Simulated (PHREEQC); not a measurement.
Solution (20 °C): 0.015 mol TMAH, 0.00078 mol H4SiO4 and 0.022 mol K2CO3 per kg of water. Closed to the air; pH follows from the charge balance.

Equilibrium calculation in PHREEQC: ion-association model, wateq4f.dat.

The pH is 12.21 and the ionic strength is 0.0809 mol/kgw. The total alkalinity is 59.0 meq/kg.

```tsv
species	molality	activity	log γ
K+	0.0440	0.0344	-0.107
CO3-2	0.0218	0.00904	-0.383
(CH3)4N+	0.0150	0.0118	-0.105
OH-	0.0143	0.0111	-0.108
H3SiO4-	0.000675	0.000530	-0.105
HCO3-	0.000163	0.000131	-0.096
H2SiO4-2	0.000102	4.23e-5	-0.383
H4SiO4	2.57e-6	2.62e-6	0.008
```

This is a speciation only: nothing precipitates in the calculation. (CH3)4N+ isn't in the database: it is added as a free cation with an ion size of 4 Å.
